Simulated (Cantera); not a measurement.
A Cantera script and its output.

```python
import numpy as np
import cantera as ct

gas = ct.Solution("gri30.yaml")
gas.TPX = 1348, 2666, {'N2O': 1, 'H2': 0.0046, 'N2': 0.51}
inlet = ct.Reservoir(gas, clone=True)

reactor = ct.IdealGasConstPressureReactor(gas, energy="off", clone=False)
exhaust = ct.Reservoir(gas, clone=True)
tau = [0.49, 0.19, 0.074, 0.029, 0.011, 0.0043, 0.0017, 0.00066][0]
for a, b in ((inlet, reactor), (reactor, exhaust)):
    ct.MassFlowController(a, b, mdot=lambda t: reactor.mass / tau)
net = ct.ReactorNet([reactor])
show = ['N2O', 'H2', 'NO', 'H', 'NO2']

rows = []
print(f"{'tau/s':>10s}{'T/K':>9s}" + "".join(f"{s:>11s}" for s in show))
for tau in [0.49, 0.19, 0.074, 0.029, 0.011, 0.0043, 0.0017, 0.00066]:
    net.initial_time = 0.0
    net.advance(30 * tau)
    before = gas.X
    net.advance(40 * tau)
    drift = np.max(np.abs(gas.X - before) / (gas.X + 1e-9))
    rows.append([gas.T, *gas[show].X, drift])
    print(f"{tau:10.3e}{gas.T:9.1f}" + "".join(f"{x:11.3e}" for x in gas[show].X))
```

Result:

```
     tau/s      T/K        N2O         H2         NO          H        NO2
 4.900e-01   1348.0  5.810e-01  1.865e-04  9.019e-03  1.273e-07  1.841e-04
 1.900e-01   1348.0  6.257e-01  4.016e-04  3.701e-03  2.727e-07  1.463e-04
 7.400e-02   1348.0  6.452e-01  8.025e-04  1.461e-03  5.777e-07  8.027e-05
 2.900e-02   1348.0  6.536e-01  1.421e-03  5.776e-04  1.062e-06  3.031e-05
 1.100e-02   1348.0  6.575e-01  2.158e-03  2.252e-04  1.514e-06  7.617e-06
 4.300e-03   1348.0  6.592e-01  2.703e-03  8.915e-05  1.457e-06  1.228e-06
 1.700e-03   1348.0  6.599e-01  2.951e-03  3.283e-05  9.341e-07  8.782e-08
 6.600e-04   1348.0  6.601e-01  3.021e-03  1.064e-05  4.458e-07  2.377e-09
```

Cantera simulation using GRI-Mech 3.0 (53 species, 325 reactions); the numbers are that mechanism's predictions, not measurements. GRI-Mech 3.0 was tuned for natural gas; its chemistry of N2O as a main component is partial and can be far from experiment. Radical loss at walls, strong at low pressure, is not modelled. The mechanism lacks the step 2 NO + O2 → 2 NO2, which can matter for NO2 below about 1400 K. The temperature is held fixed by assumption; the heat of reaction is taken as removed at once.
